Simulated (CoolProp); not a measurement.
A closed Brayton cycle with carbon dioxide: compressor inlet 331.15 K and 9.4 MPa, high pressure 31.9 MPa, turbine inlet 915 K, compressor efficiency 0.85, turbine efficiency 0.93, recuperator effectiveness 0.9 (on enthalpy, no pinch check). Each further row changes one setting.

Computed with CoolProp (reference Helmholtz-energy equation of state, Span 1996).

```csv
case,thermal efficiency (%),net work (kJ/kg),compressor to turbine work,compressor exit (K),turbine exit (K)
as stated,(withheld),117,0.36,431.0,754.9
turbine inlet 865 K,(withheld),105,(withheld),431.0,710.5
compressor inlet 341.15 K,36.5,108,(withheld),450.2,754.9
high pressure 27.1 MPa,(withheld),105,0.34,417.2,775.5
recuperator effectiveness 0.5,(withheld),117,0.36,431.0,754.9
```

**Question.** Some entries are withheld; supply them.

**Answer.** 
- as stated, thermal efficiency (%): 37.8
- turbine inlet 865 K, thermal efficiency (%): 36.1
- turbine inlet 865 K, compressor to turbine work: 0.39
- compressor inlet 341.15 K, compressor to turbine work: 0.41
- high pressure 27.1 MPa, thermal efficiency (%): 37.1
- recuperator effectiveness 0.5, thermal efficiency (%): 25.4
